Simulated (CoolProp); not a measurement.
Ammonia along the isotherm 188.45 °C: density (kg/m³) from the reference equation and from simpler models built on Tc = 132.4 °C, pc = 11.36 MPa, ω = 0.256; each cubic takes its own stable root.

Model: reference Helmholtz-energy equation of state, Gao 2020, in CoolProp.

```json
[
 {"p (MPa)": "0.18", "phase": "gas", "reference": "0.8017"},
 {"p (MPa)": "0.369", "phase": "gas", "reference": "1.650"},
 {"p (MPa)": "0.758", "phase": "gas", "reference": "3.417"},
 {"p (MPa)": "1.56", "phase": "gas", "reference": "7.153"},
 {"p (MPa)": "3.2", "phase": "gas", "reference": "15.22"},
 {"p (MPa)": "6.56", "phase": "gas", "reference": "33.98"},
 {"p (MPa)": "13.5", "phase": "supercritical", "reference": "88.25"},
 {"p (MPa)": "27.7", "phase": "supercritical", "reference": "293.6"},
 {"p (MPa)": "56.8", "phase": "supercritical", "reference": "430.2"}
]
```

Question: How far does each simpler model (ideal gas, Redlich-Kwong) lie from the reference over these 9 states: mean and median of the absolute difference, and the worst?

Answer: 
- ideal gas: mean 17.6 %, median 6.7 %, worst -58.1 % at 188.45 °C and 27.7 MPa
- Redlich-Kwong: mean 3.8 %, median 0.1 %, worst -18.5 % at 188.45 °C and 56.8 MPa
